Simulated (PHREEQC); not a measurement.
0.031 g of hydrous ferric oxide (600 m²/g; 0.2 weak and 0.005 strong sites per Fe, Dzombak-Morel constants, diffuse double layer) in 1 kg of water with 0.005 mol/kgw of an inert sodium salt and 5.1e-06 mol/kgw ZnSO4, 2.2e-05 mol/kgw MnCl2 and 0.00011 mol/kgw Ag2SO4, at 25 °C; the pH is set by adding NaOH or the inert anion's acid. No oxygen is let in. The system is closed to CO2. Nothing may precipitate in this run.

All values are PHREEQC results (ion-association model, wateq4f.dat), not measurements.

```
pH   S sorbed (%)  Zn sorbed (%)  Mn sorbed (%)  Ag sorbed (%)  surface charge σ (C/m²)  surface potential ψ (mV)
---  ------------  -------------  -------------  -------------  -----------------------  ------------------------
3            27.6            0.0            0.0            0.0                    0.039                       109
3.5          27.5            0.0            0.0            0.0                    0.036                       108
4            26.8            0.0            0.0            0.0                    0.034                       107
4.5          24.8            0.1            0.0            0.0                    0.032                       104
5            21.1            0.5            0.0            0.1                    0.029                        99
5.5          16.0            2.6            0.1            0.2                    0.025                        92
6            10.5            7.5            0.3            0.4                    0.020                        82
6.5           5.6           15.5            0.7            0.5                    0.016                        71
7             2.1           36.5            1.9            0.6                    0.012                        58
7.5           0.5           72.1            8.0            1.1                    0.008                        41
8             0.1           91.1           27.6            2.2                    0.004                        25
8.5           0.0           94.6           54.7            4.1                    0.002                        14
9             0.0           89.5           74.2            6.6                    0.001                         5
```

Along this series the solution becomes supersaturated in solids that the run did not let form, among them Cerargyrite. The oxide is taken as insoluble; below pH 4 it would dissolve.
